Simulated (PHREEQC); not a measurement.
## Reverse-osmosis permeate: speciation

Model water analysis in mg/L, 20 °C, pH 5.68, pe 2.6:

```json
[
 {"constituent": "Na", "mg/L": "4.96"},
 {"constituent": "K", "mg/L": "0.543"},
 {"constituent": "Ca", "mg/L": "1.56"},
 {"constituent": "Mg", "mg/L": "0.216"},
 {"constituent": "Cl", "mg/L": "3.29"},
 {"constituent": "S(6) as SO4", "mg/L": "0.282"},
 {"constituent": "Alkalinity as HCO3", "mg/L": "14.2"},
 {"constituent": "Fe(2)", "mg/L": "0.096"},
 {"constituent": "Li", "mg/L": "0.0059"}
]
```

Valence states are taken as typed.

The numbers come from PHREEQC with the ion-association model, wateq4f.dat.

```yaml
ionic_strength: 0.000385 mol/kgw
charge_balance_error: -0.3 %
```

| species | molality | activity | log γ |
|---|---|---|---|
| CO2 | 0.00115 | 0.00115 | 0.000 |
| HCO3- | 0.000235 | 0.000229 | -0.010 |
| Na+ | 0.000216 | 0.000211 | -0.010 |
| Cl- | 9.28e-5 | 9.07e-5 | -0.010 |
| Ca+2 | 3.88e-5 | 3.55e-5 | -0.038 |
| K+ | 1.39e-5 | 1.36e-5 | -0.010 |

Precipitation was switched off in this run. Species that the database lacks are ignored.
